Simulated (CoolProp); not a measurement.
Properties of propylene along the isobar 0.515 MPa (Tc = 364.2 K, pc = 4.555 MPa, ω = 0.146).

Values from CoolProp's reference Helmholtz-energy equation of state, Lemmon 2013.

| T (K) | phase | cv (kJ/(kg K)) | isothermal compressibility (1/MPa) | expansivity (1/kK) | Prandtl number | fugacity coefficient |
|---|---|---|---|---|---|---|
| 161.8 | liquid | 1.345 | 0.0008784 | 1.634 | 5.86 | 0.002862 |
| 178.8 | liquid | 1.334 | 0.001052 | 1.705 | 4.57 | 0.01248 |
| 195.7 | liquid | 1.336 | 0.001274 | 1.796 | 3.77 | 0.04025 |
| 212.6 | liquid | ___ | 0.001565 | 1.914 | 3.24 | 0.1044 |
| 229.5 | liquid | 1.374 | 0.001957 | 2.069 | 2.87 | 0.2289 |
| 246.4 | liquid | 1.406 | 0.002507 | 2.275 | 2.62 | ___ |
| 263.4 | liquid | 1.446 | 0.003327 | 2.563 | 2.44 | 0.7651 |
| 280.3 | gas | 1.330 | 2.172 | 4.936 | 0.842 | 0.9124 |
| 297.2 | gas | 1.376 | 2.120 | 4.354 | 0.818 | ___ |
| 314.1 | gas | 1.427 | 2.085 | 3.927 | 0.802 | 0.9389 |
| 331 | gas | 1.482 | 2.059 | 3.596 | 0.790 | 0.9481 |
| 348 | gas | 1.539 | 2.039 | 3.329 | 0.781 | 0.9556 |
| 364.9 | gas | 1.598 | 2.024 | ___ | 0.774 | 0.9617 |
| 381.8 | gas | 1.658 | 2.012 | 2.921 | 0.769 | 0.9667 |

**Question.** Fill in the missing entries.

**Answer.** 
- 212.6, cv (kJ/(kg K)): 1.350
- 246.4, fugacity coefficient: 0.4403
- 297.2, fugacity coefficient: 0.9273
- 364.9, expansivity (1/kK): 3.108

Viscosity comes from a separate model (Huber 2003), an estimate that may be off by 10 % or more. Thermal conductivity comes from a separate model (Huber 2003), an estimate that may be off by 10 % or more.
